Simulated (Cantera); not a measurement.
Cantera run:

```python
import numpy as np
import cantera as ct

gas_names = """
    CL CL2 H HCL H2 Si SiCL SiCL2 SiCL3 SiCL4 SiH SiHCL3 SiH2 SiH2CL2 SiH3 SiH3CL SiH4 Si2 Si3
""".split()
cond_names = """
    Si(cr) Si(L)
""".split()


def load(file, names, dense=False):
    # The tables refer to 1 bar. Condensed volumes are neglected.
    table = {s.name: s for s in ct.Species.list_from_file(file)}
    out = []
    for n in names:
        d = dict(table[n].input_data)
        d["thermo"] = dict(d["thermo"], **{"reference-pressure": 1e5})
        if dense:
            d["equation-of-state"] = {"model": "constant-volume", "density": "1e6 g/cm^3"}
        out.append(ct.Species.from_dict(d))
    return out


gas = ct.Solution(thermo="ideal-gas", species=load("nasa_gas.yaml", gas_names))
cond = {s.name: ct.Solution(thermo="fixed-stoichiometry", species=[s], name=s.name)
        for s in load("nasa_condensed.yaml", cond_names, dense=True)}
atoms = {
    'SiCl4': {'Si': 1, 'CL': 4},
    'Cl2': {'CL': 2},
    'H2': {'H': 2},
}
top_T = {}  # K; cautious upper limits of use, not melting points


def equilibrate(T, P, feed):
    n = {}
    for name, mol in feed.items():
        for a, k in atoms[name].items():
            n[a] = n.get(a, 0.0) + k * mol
    gas.TPX = T, P, n
    mass = sum(n.values()) * gas.mean_molecular_weight
    gas.equilibrate("TP")
    valid = [c for c in cond.values() if c.min_temp <= T <= top_T.get(c.name, c.max_temp)]
    mix = ct.Mixture([(gas, mass / gas.mean_molecular_weight)] + [(c, 0.0) for c in valid])
    mix.T, mix.P = T, P
    mix.equilibrate("TP", solver="vcs", rtol=1e-11, max_steps=5000)
    return mix


results = []
feed = {'SiCl4': 1, 'Cl2': 1.7, 'H2': 0.87}  # mol
T = 1675  # K
P = 630000  # Pa
mix = equilibrate(T, P, feed)
results.append((T, P, feed, dict(zip(mix.species_names, mix.species_moles))))
x = sorted(zip(gas.X, gas.species_names), reverse=True)
print(f"T = {T:g} K  P = {P:g} Pa  gas = {mix.phase_moles(0):.4g} mol")
print("   x: " + "  ".join(f"{s} {v:.3e}" for v, s in x if v > 1e-05))
print("   condensed (mol): " + ("  ".join(f"{mix.phase(i).name} {mix.phase_moles(i):.4g}"
      for i in range(1, mix.n_phases) if mix.phase_moles(i) > 1e-12) or "none"))
```

Output:

```
T = 1675 K  P = 630000 Pa  gas = 3.626 mol
   x: HCL 4.798e-01  SiCL4 2.757e-01  CL2 2.135e-01  CL 3.094e-02  SiCL3 6.762e-05
   condensed (mol): none
```

Equilibrium computed with Cantera from the NASA thermochemical tables; the gas is ideal and each condensed phase is pure. The tables' values for SiCl3 are old estimates; treat these amounts as uncertain.
